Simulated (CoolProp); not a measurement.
A single-stage vapour-compression cycle with R1233zd(E): evaporating at 293.15 K (dew point), condensing at 321.15 K (bubble point), superheat 10 K, subcooling 8 K, compressor efficiency 0.75, no pressure losses. Each further row changes one setting.

Model: reference Helmholtz-energy equation of state, Akasaka 2022, in CoolProp.

```csv
case,cooling COP,pressure ratio,discharge temperature (K),refrigerating effect (kJ/kg),volumetric capacity (kJ/m³)
as stated,7.49,2.55,335.5,177,1040
evaporating temperature 298.15 K,9.44,2.12,334.4,181,1260
condensing temperature 316.15 K,9.29,2.19,330.1,183,1070
subcooling 13 K,7.75,2.55,335.5,183,1070
superheat 20 K,7.55,2.55,345.8,186,1050
compressor efficiency 0.65,6.49,2.55,339.7,177,1040
```
